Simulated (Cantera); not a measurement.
Charge: 1 mol SiH2Cl2, 300 mol H2, held at 13.3 mbar.

Equilibrium computed with Cantera from the NASA thermochemical tables; the gas is ideal and each condensed phase is pure. Candidate condensed phases: Si; 19 gas species. Rates play no part.

At 1198 K, list the 3 most abundant gas species with their mole fractions, and the condensed phases.

H2 0.993, HCl 0.00641, SiCl2 9.75e-5. Condensed: Si(s).
